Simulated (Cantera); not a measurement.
A Cantera script and its output.

```python
import numpy as np
import cantera as ct

gas = ct.Solution("gri30.yaml")
gas.TPX = 1798, 240, {'C2H6': 1, 'N2': 190}
reactor = ct.IdealGasConstPressureReactor(gas, energy="off", clone=False)
net = ct.ReactorNet([reactor])
net.rtol, net.atol = 1e-08, 1e-18
show = ['C2H6', 'C2H', 'C2H4', 'CH2', 'CH3', 'C2H2', 'HCN']
times = np.geomspace(5e-05, 70, 9)

steps = ct.SolutionArray(gas, extra=["t"])
rows = []
print(f"{'t/s':>10s}{'T/K':>9s}{'P/Pa':>11s}" + "".join(f"{s:>11s}" for s in show))
for t in times:
    while net.time < t:
        t_next = net.step()
        steps.append(gas.state, t=t_next)
    rows.append([np.interp(t, steps.t, y) for y in (steps.T, steps.P, *steps(*show).X.T)])
    print(f"{t:10.3e}{rows[-1][0]:9.1f}{rows[-1][1]:11.4g}" + "".join(f"{x:11.3e}" for x in rows[-1][2:]))
rate = np.gradient(steps.T, steps.t)
print("integrator steps:", len(steps.t))
if steps.T.max() > steps.T[0] + 200:
    print(f"time of steepest temperature rise: {steps.t[rate.argmax()]:.4e} s")
gas.TPX = 1798, 240, {'C2H6': 1, 'N2': 190}
gas.equilibrate("TP")
print(f"equilibrium (TP): T = {gas.T:.1f} K  " + "  ".join(f"{s} {gas[s].X[0]:.3e}" for s in show))
```

Output:

```
       t/s      T/K       P/Pa       C2H6        C2H       C2H4        CH2        CH3       C2H2        HCN
 5.000e-05   1798.0        240  5.109e-03  2.333e-20  2.486e-08  1.241e-09  2.510e-04  3.402e-12  2.123e-14
 2.932e-04   1798.0        240  4.534e-03  1.121e-15  2.150e-06  2.480e-07  1.380e-03  1.534e-09  5.007e-12
 1.720e-03   1798.0        240  2.095e-03  3.535e-09  3.705e-04  2.364e-05  5.200e-03  7.387e-06  2.491e-07
 1.009e-02   1798.0        240  3.056e-06  4.587e-06  1.381e-03  3.737e-05  2.051e-03  2.463e-03  3.956e-05
 5.916e-02   1798.0        240  1.873e-08  2.151e-06  6.904e-05  6.856e-06  2.206e-04  4.819e-03  8.849e-05
 3.470e-01   1798.0        240  1.125e-09  1.268e-06  2.344e-06  1.417e-06  5.165e-05  5.045e-03  1.173e-04
 2.035e+00   1798.0        240  5.652e-11  1.022e-06  1.178e-07  2.797e-07  1.138e-05  5.090e-03  1.421e-04
 1.194e+01   1798.0        240  3.404e-13  1.030e-06  3.990e-09  2.261e-08  8.841e-07  5.098e-03  1.611e-04
 7.000e+01   1798.0        240  4.274e-16  1.367e-06  3.192e-09  1.099e-09  3.158e-08  5.097e-03  1.636e-04
integrator steps: 1167
equilibrium (TP): T = 1798.0 K  C2H6 4.630e-18  C2H 1.638e-07  C2H4 1.475e-10  CH2 2.693e-10  CH3 3.312e-09  C2H2 2.609e-04  HCN 9.828e-03
```

Cantera simulation using GRI-Mech 3.0 (53 species, 325 reactions); the numbers are that mechanism's predictions, not measurements. GRI-Mech 3.0 stops at C3 and has no aromatics, soot or wall deposition, so with more carbon than oxygen in the feed, carbon stays in small species such as C2H2 where larger ones or solid carbon would form. Radical loss at walls, strong at low pressure, is not modelled.
